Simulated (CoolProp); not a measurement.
R507A at 328.94 K and 1.45 MPa is throttled through a valve to 0.272 MPa with no heat exchange. Each further row changes one setting.

Model: reference Helmholtz-energy equation of state, Lemmon 2003, in CoolProp. It is a pseudo-pure fit of the blend.

```csv
case,temperature change (K),final density (kg/m³)
as stated,[?],[?]
outlet pressure 0.0816 MPa,[?],3.18
outlet pressure 0.354 MPa,[?],14.1
```

**Question.** Complete the blanks.

**Answer.** 
- as stated, temperature change (K): -17.0
- as stated, final density (kg/m³): 10.8
- outlet pressure 0.0816 MPa, temperature change (K): -19.9
- outlet pressure 0.354 MPa, temperature change (K): -15.8
